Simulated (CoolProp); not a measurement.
The fluid at 293.15 K and 10.6 MPa (liquid) is heated at constant pressure to 327.9 K. The same conditions are run with several fluids, on thermodynamics alone (safety and materials aside).

Computed with CoolProp (reference Helmholtz-energy equation of state of each fluid (dimethyl carbonate: Zhou 2011; isohexane: Lemmon 2006; R245fa: Akasaka 2015; propylene glycol: Eisenbach 2021; cyclohexane: Zhou 2014)).

Rank dimethyl carbonate, isohexane, R245fa, propylene glycol, cyclohexane by heat (kJ/kg), highest first.

propylene glycol (88.8), isohexane (78.8), cyclohexane (66.0), dimethyl carbonate (63.9), R245fa (45.6)

```
fluid               final density (kg/m³)
------------------  ---------------------
dimethyl carbonate                   1040
isohexane                             635
R245fa                               1290
propylene glycol                     1020
cyclohexane                           756
```
